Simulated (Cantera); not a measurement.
What does this Cantera script print?

```python
import numpy as np
import cantera as ct

gas_names = [...]  # 95 gases of nasa_gas.yaml made of C, F, H
cond_names = """
    C(gr) C6H6(L) C7H8(L) C8H18(L),n-octa
""".split()


# ... load() reads the species with a 1 bar reference pressure and builds the phases ...
atoms = {
    'CHF3': {'C': 1, 'H': 1, 'F': 3},
    'F2': {'F': 2},
}
top_T = {'C(gr)': 4500}  # K; cautious upper limits of use, not melting points


# ... equilibrate(T, P, feed) seeds the gas with the atoms and calls Mixture.equilibrate('TP', solver="vcs", rtol=1e-11, max_steps=5000) ...
results = []
feed = {'CHF3': 1, 'F2': 0.56}  # mol
T = 2000  # K
for P in [1, 3.6, 13, 46, 170, 600, 2200, 7700, 28000, 100000]:
    mix = equilibrate(T, P, feed)
    results.append((T, P, feed, dict(zip(mix.species_names, mix.species_moles))))

top = {s: max(r[3][s] / sum(r[3][g] for g in gas_names) for r in results) for s in gas_names}
cols = sorted((s for s in top if top[s] > 0.0001), key=lambda s: -top[s])[:5]
seen = [c for c in cond_names if any(r[3].get(c, 0) > 1e-12 for r in results)]
print("log10 of partial pressures in bar; condensed amounts in mol")
print(f"{'P/Pa':>10s}" + "".join(f"{s[:9]:>10s}" for s in cols + seen))
for T, P, feed, n in results:
    ng = sum(n[g] for g in gas_names)
    print(f"{P:10.4g}" + "".join(f"{np.log10(max(n[s] / ng * P / 1e5, 1e-99)):10.3f}" for s in cols)
          + "".join(f"{n.get(c, 0):10.4g}" for c in seen))
```

Result:

```
log10 of partial pressures in bar; condensed amounts in mol
      P/Pa         F        HF       CF4       CF2       CF3     C(gr)
         1    -5.155    -5.597    -8.830    -6.368    -9.160     0.817
       3.6    -4.662    -5.007    -6.862    -5.384    -7.683     0.554
        13    -4.259    -4.374    -5.249    -4.577    -6.474    0.2259
        46    -3.984    -3.727    -4.146    -4.026    -5.646    0.1023
       170    -3.780    -3.088    -3.331    -3.618    -5.035    0.1197
       600    -3.617    -2.506    -2.678    -3.292    -4.546     0.155
      2200    -3.463    -1.924    -2.064    -2.985    -4.085    0.1819
      7700    -3.321    -1.372    -1.497    -2.701    -3.660     0.198
   2.8e+04    -3.178    -0.807    -0.924    -2.415    -3.230    0.2077
     1e+05    -3.038    -0.253    -0.365    -2.136    -2.811    0.2131
```

Method: chemical equilibrium by Gibbs-energy minimisation in Cantera with the NASA 1993 tables (ideal gas, pure condensed phases). Gases not in the tables: C2F6 and larger saturated fluorocarbons.
